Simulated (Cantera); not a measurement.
Input (Python, Cantera) and output of one run.

```python
import numpy as np
import cantera as ct

gas_names = [...]  # 95 gases of nasa_gas.yaml made of C, F, H
cond_names = """
    C(gr) C6H6(L) C7H8(L) C8H18(L),n-octa
""".split()


# ... load() reads the species with a 1 bar reference pressure and builds the phases ...
atoms = {
    'CH2F2': {'C': 1, 'H': 2, 'F': 2},
    'F2': {'F': 2},
}
top_T = {'C(gr)': 4500}  # K; cautious upper limits of use, not melting points


# ... equilibrate(T, P, feed) seeds the gas with the atoms and calls Mixture.equilibrate('TP', solver="vcs", rtol=1e-11, max_steps=5000) ...
results = []
feed = {'CH2F2': 1, 'F2': 0.35}  # mol
P = 60000  # Pa
for T in [798, 998, 1198, 1398, 1598, 1798, 1998, 2198, 2398, 2598]:
    mix = equilibrate(T, P, feed)
    results.append((T, P, feed, dict(zip(mix.species_names, mix.species_moles))))

top = {s: max(r[3][s] / sum(r[3][g] for g in gas_names) for r in results) for s in gas_names}
cols = sorted((s for s in top if top[s] > 0.0001), key=lambda s: -top[s])[:7]
seen = [c for c in cond_names if any(r[3].get(c, 0) > 1e-12 for r in results)]
print("log10 of partial pressures in bar; condensed amounts in mol")
print(f"{'T/K':>10s}" + "".join(f"{s[:9]:>10s}" for s in cols + seen))
for T, P, feed, n in results:
    ng = sum(n[g] for g in gas_names)
    print(f"{T:10.4g}" + "".join(f"{np.log10(max(n[s] / ng * P / 1e5, 1e-99)):10.3f}" for s in cols)
          + "".join(f"{n.get(c, 0):10.4g}" for c in seen))
```

It prints:

```
log10 of partial pressures in bar; condensed amounts in mol
       T/K        HF       CF2       CF4         F       CF3        CF         H     C(gr)
       798    -0.258   -13.671    -1.316   -15.712   -12.482   -24.750   -16.384     0.825
       998    -0.258    -9.955    -1.316   -11.572    -9.480   -18.343   -12.943     0.825
      1198    -0.258    -7.490    -1.316    -8.811    -7.486   -14.083   -10.634     0.825
      1398    -0.258    -5.738    -1.316    -6.838    -6.067   -11.050    -8.974     0.825
      1598    -0.258    -4.432    -1.317    -5.358    -5.007    -8.782    -7.721    0.8249
      1798    -0.258    -3.423    -1.319    -4.207    -4.187    -7.025    -6.741    0.8243
      1998    -0.259    -2.626    -1.332    -3.288    -3.542    -5.626    -5.950    0.8209
      2198    -0.264    -1.999    -1.384    -2.547    -3.047    -4.496    -5.293    0.8083
      2398    -0.275    -1.543    -1.554    -1.961    -2.732    -3.589    -4.720    0.7788
      2598    -0.295    -1.303    -1.984    -1.536    -2.681    -2.896    -4.171    0.7496
```

Cantera equilibrium calculation (NASA polynomials, part measured and part estimated; ideal gas, pure solids and liquids). Condensed phases not in the tables: fluorocarbon polymer. Gases not in the tables: C2F6 and larger saturated fluorocarbons.
